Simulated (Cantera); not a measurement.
Input (Python, Cantera):

```python
import numpy as np
import cantera as ct

gas = ct.Solution("gri30.yaml")
gas.TPX = 1223, 24000, {'CO': 0.0026, 'O2': 0.015, 'H2O': 0.013, 'N2': 1}
inlet = ct.Reservoir(gas, clone=True)

reactor = ct.IdealGasConstPressureReactor(gas, energy="off", clone=False)
exhaust = ct.Reservoir(gas, clone=True)
tau = [27, 7.3, 2, 0.54, 0.15, 0.041, 0.011, 0.003][0]
for a, b in ((inlet, reactor), (reactor, exhaust)):
    ct.MassFlowController(a, b, mdot=lambda t: reactor.mass / tau)
net = ct.ReactorNet([reactor])
show = ['CO', 'O2', 'H2O', 'N2O', 'O', 'H2', 'CO2']

rows = []
print(f"{'tau/s':>10s}{'T/K':>9s}" + "".join(f"{s:>11s}" for s in show))
for tau in [27, 7.3, 2, 0.54, 0.15, 0.041, 0.011, 0.003]:
    net.initial_time = 0.0
    net.advance(30 * tau)
    before = gas.X
    net.advance(40 * tau)
    drift = np.max(np.abs(gas.X - before) / (gas.X + 1e-9))
    rows.append([gas.T, *gas[show].X, drift])
    print(f"{tau:10.3e}{gas.T:9.1f}" + "".join(f"{x:11.3e}" for x in gas[show].X))
```

Result:

```
     tau/s      T/K         CO         O2        H2O        N2O          O         H2        CO2
 2.700e+01   1223.0  9.459e-06  1.331e-02  1.262e-02  2.033e-07  2.087e-06  1.055e-06  2.517e-03
 7.300e+00   1223.0  2.275e-05  1.331e-02  1.262e-02  2.197e-07  4.954e-06  2.509e-06  2.503e-03
 2.000e+00   1223.0  5.398e-05  1.332e-02  1.260e-02  1.909e-07  1.162e-05  5.900e-06  2.472e-03
 5.400e-01   1223.0  1.281e-04  1.335e-02  1.259e-02  1.459e-07  2.708e-05  1.376e-05  2.398e-03
 1.500e-01   1223.0  2.924e-04  1.342e-02  1.255e-02  1.046e-07  5.934e-05  2.989e-05  2.233e-03
 4.100e-02   1223.0  6.468e-04  1.358e-02  1.249e-02  7.016e-08  1.176e-04  5.744e-05  1.878e-03
 1.100e-02   1223.0  1.317e-03  1.390e-02  1.243e-02  3.919e-08  1.746e-04  7.882e-05  1.207e-03
 3.000e-03   1223.0  2.156e-03  1.433e-02  1.251e-02  9.549e-09  1.117e-04  3.940e-05  3.668e-04
```

Detailed kinetics in Cantera: GRI-Mech 3.0 (53 species, 325 reactions).
